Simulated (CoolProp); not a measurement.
C2F6 (R116) at 381.74 K and 1.63 MPa flows at 2.3 m/s in a round tube of 12.7 mm bore and 45 µm roughness, fully developed (64/Re and Nu = 3.66 if laminar; Colebrook and Gnielinski if turbulent). Each further row changes one setting.

Computed with CoolProp (reference Helmholtz-energy equation of state, Lemmon 2006). It is a short technical equation, of lower accuracy than the large ones.

```csv
case,Reynolds number,Darcy friction factor,pressure drop (Pa/m),heat-transfer coefficient (W/(m² K)),mass flow (kg/h)
as stated,117000,0.0284,451,639,79.9
velocity 4.6 m/s,235000,0.0280,1770,1260,160
diameter 25.4 mm,235000,0.0235,186,525,320
```

Viscosity comes from a separate model (Huber 2003), an estimate that may be off by 10 % or more. Thermal conductivity comes from a separate model (Huber 2003), an estimate that may be off by 10 % or more.
